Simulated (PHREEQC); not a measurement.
# Buffer

A solution holds 0.014 mol/kgw HF and 0.00074 mol/kgw NaOH, at 20 °C. Closed to the air; pH follows from the charge balance.

All values are PHREEQC results (ion-association model, phreeqc.dat), not measurements.

```
Item                           Result
--------------------  ---------------
pH                               2.60
ionic strength        0.00339 mol/kgw
specific conductance        971 µS/cm
total alkalinity         -13.3 meq/kg
```

```json
[
 {"species": "HF", "molality": "0.0105", "activity": "0.0105", "log γ": "0.000"},
 {"species": "F-", "molality": "0.00326", "activity": "0.00306", "log γ": "-0.028"},
 {"species": "H+", "molality": "0.00265", "activity": "0.00250", "log γ": "-0.025"},
 {"species": "Na+", "molality": "0.000739", "activity": "0.000694", "log γ": "-0.027"},
 {"species": "HF2-", "molality": "0.000126", "activity": "0.000118", "log γ": "-0.027"},
 {"species": "NaF", "molality": "1.22e-6", "activity": "1.22e-6", "log γ": "0.000"}
]
```

Precipitation was switched off in this run. Species that the database lacks are ignored.
